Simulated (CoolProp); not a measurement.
Vapour pressure (MPa) of CH3F (R41): the reference equation beside estimates from Tc = 317.3 K, pc = 5.906 MPa, ω = 0.200. Clausius-Clapeyron is anchored at 233.1 K with a constant enthalpy of vaporisation of 14.52 kJ/mol.

Computed with CoolProp (reference Helmholtz-energy equation of state, Lemmon 2006). It is a short technical equation, of lower accuracy than the large ones.

```json
[
 {"T (K)": "158.3", "reference": "0.007970", "Lee-Kesler": "0.006850", "Clausius-Clapeyron": "0.01664", "Soave-Redlich-Kwong": "0.006994"},
 {"T (K)": "169", "reference": "0.01911", "Lee-Kesler": "0.01708", "Clausius-Clapeyron": "0.03346", "Soave-Redlich-Kwong": "0.01736"},
 {"T (K)": "179.7", "reference": "0.04077", "Lee-Kesler": "0.03766", "Clausius-Clapeyron": "0.06189", "Soave-Redlich-Kwong": "0.03808"},
 {"T (K)": "190.4", "reference": "0.07904", "Lee-Kesler": "0.07506", "Clausius-Clapeyron": "0.1069", "Soave-Redlich-Kwong": "0.07554"},
 {"T (K)": "201", "reference": "0.1410", "Lee-Kesler": "0.1368", "Clausius-Clapeyron": "0.1733", "Soave-Redlich-Kwong": "0.1372"},
 {"T (K)": "211.7", "reference": "0.2369", "Lee-Kesler": "0.2340", "Clausius-Clapeyron": "0.2689", "Soave-Redlich-Kwong": "0.2340"},
 {"T (K)": "222.4", "reference": "0.3770", "Lee-Kesler": "0.3771", "Clausius-Clapeyron": "0.3998", "Soave-Redlich-Kwong": "0.3770"},
 {"T (K)": "233.1", "reference": "0.5733", "Lee-Kesler": "0.5784", "Clausius-Clapeyron": "0.5733", "Soave-Redlich-Kwong": "0.5786"},
 {"T (K)": "243.8", "reference": "0.8386", "Lee-Kesler": "0.8504", "Clausius-Clapeyron": "0.7964", "Soave-Redlich-Kwong": "0.8525"},
 {"T (K)": "254.4", "reference": "1.183", "Lee-Kesler": "1.203", "Clausius-Clapeyron": "1.073", "Soave-Redlich-Kwong": "1.209"},
 {"T (K)": "265.1", "reference": "1.630", "Lee-Kesler": "1.656", "Clausius-Clapeyron": "1.416", "Soave-Redlich-Kwong": "1.671"},
 {"T (K)": "275.8", "reference": "2.191", "Lee-Kesler": "2.224", "Clausius-Clapeyron": "1.828", "Soave-Redlich-Kwong": "2.250"},
 {"T (K)": "286.5", "reference": "2.887", "Lee-Kesler": "2.924", "Clausius-Clapeyron": "2.316", "Soave-Redlich-Kwong": "2.962"},
 {"T (K)": "297.2", "reference": "3.741", "Lee-Kesler": "3.778", "Clausius-Clapeyron": "2.884", "Soave-Redlich-Kwong": "3.824"}
]
```

Absolute difference from the reference over all 14 rows, mean and median: Lee-Kesler 3.6 and 1.6 %, Clausius-Clapeyron 28.6 and 18.2 %, Soave-Redlich-Kwong 3.7 and 2.6 %.
